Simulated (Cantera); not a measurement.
Input: 1 mol Si(CH3)4, 4.2 mol H2, at 1725 K and 100000 Pa.

These are equilibrium values from Cantera (NASA tables, ideal gas, pure condensed phases), not measurements of a reactor. Candidate condensed phases: C, C6H6, C7H8, C8H18, Si, SiC; 87 gas species. Equilibrium is a limit: real reactors are often held back by kinetics, nucleation or transport.

Base state: H2 0.999, CH4 0.000996, H 0.000186, C2H2 (acetylene) 9.20e-5 (mole fractions); condensed: C(graphite) + SiC(s).

Task: What changes in the equilibrium state with this change: Si(CH3)4 replaced by SiH4?

Result: 
| species | before | after |
|---|---|---|
| H2 | 0.999 | 1.000 |
| H | 0.000186 | 0.000186 |
| SiH2 | 2.90e-7 | 1.72e-5 |
| CH4 | 0.000996 | 0 |
| C2H2 (acetylene) | 9.20e-5 | 0 |
| C(graphite), mol | 2.99 | 0 |
| SiC(s), mol | 1.000 | 0 |
| Si(l), mol | 0 | 1.000 |
Gases not in the tables: Si2H6 and higher silanes.

Task: What changes in the equilibrium state with this change: temperature from 1725 K to 2523 K?

Result: 
```tsv
species	before	after
H2	0.999	0.958
H	0.000186	0.0272
C2H2 (acetylene)	9.20e-5	0.0114
Si	1.71e-8	0.00142
SiC2	<1e-9	0.000394
Si2C	<1e-9	0.000216
C2H	<1e-9	2.44e-5
C4H2	3.32e-9	5.62e-5
C(graphite), mol	2.99	2.78
SiC(s), mol	1.000	0.970
```
Gases not in the tables: Si2H6 and higher silanes.
